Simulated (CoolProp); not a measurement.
Saturation properties of dodecamethylcyclohexasiloxane (D6) (Tc = 372.6 °C, pc = 9.614 bar, ω = 0.736).

Values from CoolProp's reference Helmholtz-energy equation of state, Colonna 2008. It is a short technical equation, of lower accuracy than the large ones.

```
T (°C)    p (bar)  liquid density (kg/m³)  vapour Z
------  ---------  ----------------------  --------
56.45   0.0004589                   933.6    0.9998
76.05    0.001745                   911.9    0.9995
95.65    0.005515                   890.0    0.9986
115.25    0.01497                   867.8    0.9968
134.85    0.03577                   845.3    0.9934
154.45    0.07690                   822.3    0.9876
174.05     0.1512                   798.8    0.9786
193.65     0.2760                   774.4    0.9654
213.25     0.4728                   749.0    0.9470
232.85     0.7681                   722.3    0.9224
252.45      1.193                   693.8    0.8905
272.05      1.785                   663.0    0.8500
```

It boils at 245.0 °C under 1 atm.
